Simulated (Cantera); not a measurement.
Input: 1 mol V2O5, 140 mol H2, 0.068 mol H2O, at 1250 °C and 83.0 mbar.

Equilibrium computed with Cantera from the NASA thermochemical tables; the gas is ideal and each condensed phase is pure. Candidate condensed phases: H2O, V, VO, V2O3, V2O4, V2O5; 12 gas species. Condensed phases not in the tables: the oxides between V2O3 and V2O5 other than VO2. Rates play no part.

Base state: H2 0.985, H2O 0.0148, H 7.96e-5 (mole fractions); condensed: V2O3(s).

**Question.** What changes in the equilibrium state with this change: V2O5 replaced by FeS2?

**Answer.** 
```json
[
 {"species": "H2", "before": "0.985", "after": "0.985"},
 {"species": "H2S", "before": "0", "after": "0.0136"},
 {"species": "H2O", "before": "0.0148", "after": "0.000485"},
 {"species": "SH", "before": "0", "after": "0.000259"},
 {"species": "S2", "before": "0", "after": "0.000216"},
 {"species": "H", "before": "7.96e-5", "after": "7.96e-5"},
 {"species": "V2O3(s), mol", "before": "1.000", "after": "0"},
 {"species": "Fe(γ), mol", "before": "0", "after": "1.000"}
]
```
Further candidate phases: Fe, FeO, Fe(OH)2, Fe(OH)3, FeS, FeSO4, FeS2, Fe2O3, Fe2(SO4)3, Fe3O4, H2SO4, S.
